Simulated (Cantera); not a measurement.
Input: 1 mol Hg, 4 mol H2, held at 40.0 mbar.

These are equilibrium values from Cantera (NASA tables, ideal gas, pure condensed phases), not measurements of a reactor. Candidate condensed phases: Hg; 3 gas species. Equilibrium is a limit: real reactors are often held back by kinetics, nucleation or transport. All values below are at 1223 K.

Base state: H2 0.800, Hg 0.200 (mole fractions); condensed: gas only.

**Question.** What changes in the equilibrium state with this change: Hg replaced by PbO?

**Answer.** 
```json
[
 {"species": "H2", "before": "0.800", "after": "0.733"},
 {"species": "H2O", "before": "0", "after": "0.244"},
 {"species": "Pb", "before": "0", "after": "0.0227"},
 {"species": "Hg", "before": "0.200", "after": "0"},
 {"species": "Pb(l), mol", "before": "0", "after": "0.907"}
]
```
Further candidate phases: H2O, Pb, PbO, PbO2, Pb3O4.
